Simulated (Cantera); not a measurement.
A perfectly stirred reactor is fed with 6.33 % C2H4, 19.0 % O2, 71.5 % N2, 3.23 % H2O, equivalence ratio 1.0, at 500000 Pa; it is adiabatic with a 650 K inlet, and is followed from long to short residence time, starting on the burning branch (τ in s: 0.028, 0.013, 0.0058, 0.0027, 0.0012, 0.00056, 0.00026, 0.00012, 5.3e-05, 2.4e-05, 1.1e-05).

Cantera simulation using GRI-Mech 3.0 (53 species, 325 reactions); the numbers are that mechanism's predictions, not measurements. GRI-Mech 3.0 was tuned for natural gas; its chemistry of ethylene as a main component is partial and can be far from experiment.

One state of this run: T (K) = 2339; x C2H4 = 6.25e-5; x O2 = 0.0209; x H2O = 0.137; x HO2 = 1.01e-5; x O = 0.00293. x: mole fraction; the columns are a selection and need not sum to one.

**Question.** Which value of τ (s) does it belong to?
A. 0.0012
B. 0.0058
C. 0.00012
D. 2.4e-5

**Answer.** C, 0.00012
